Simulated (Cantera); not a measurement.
**Hydrogen reduction and annealing atmospheres: Cu2O + H2**

Feed: 1 mol Cu2O, 2600 mol H2, at 1677 °C and 150 Pa.

Equilibrium computed with Cantera from the NASA thermochemical tables; the gas is ideal and each condensed phase is pure. Candidate condensed phases: Cu, CuO, Cu(OH)2, Cu2O, H2O; 12 gas species. Rates play no part.

```
Item                                 Value
--------------------------------  --------
x(H2)                                0.970
x(H)                                0.0291
x(Cu)                             0.000757
x(H2O)                            0.000378
x(OH)                              1.03e-6
gas amount                        2640 mol
log10 activity of Cu(l) (absent)     -3.37
```
